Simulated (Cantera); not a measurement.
# Thermodynamics of aluminium nitride and oxide growth, feed Al + O₂ + N₂

Charge: 1 mol Al, a varied amount of O₂, 86 mol N₂, equilibrated at 1098 K and 0.458 Torr.

Method: chemical equilibrium by Gibbs-energy minimisation in Cantera with the NASA 1993 tables (ideal gas, pure condensed phases). Candidate condensed phases: Al, AlN, Al₂O₃; 16 gas species. Mutual solubility and eutectic melting of coexisting phases are not modelled. Kinetics and transport are ignored.

```csv
n(O₂) (mol),x N₂,x O₂,x NO,x O,x NO₂,n AlN(s),n Al₂O₃(s)
0.37,1.00,<1e-12,<1e-12,<1e-12,<1e-12,0.507,0.247
0.5,1.00,<1e-12,<1e-12,<1e-12,<1e-12,0.333,0.333
0.68,1.00,<1e-12,<1e-12,<1e-12,<1e-12,0.0933,0.453
0.92,0.998,0.00197,9.09e-6,4.26e-9,6.31e-10,0,0.500
1.3,0.994,0.00635,1.63e-5,7.65e-9,2.03e-9,0,0.500
1.7,0.989,0.0109,2.13e-5,1.00e-8,3.48e-9,0,0.500
2.3,0.982,0.0177,2.70e-5,1.28e-8,5.63e-9,0,0.500
3.1,0.973,0.0266,3.30e-5,1.57e-8,8.41e-9,0,0.500
4.2,0.961,0.0385,3.95e-5,1.89e-8,1.21e-8,0,0.500
```
x: gas mole fraction; n: condensed amount in mol.

From 0.37 mol O₂ to 0.68 mol O₂ the condensed part is AlN(s) + Al₂O₃(s). From 0.92 mol O₂ to 4.2 mol O₂ the condensed part is Al₂O₃(s).
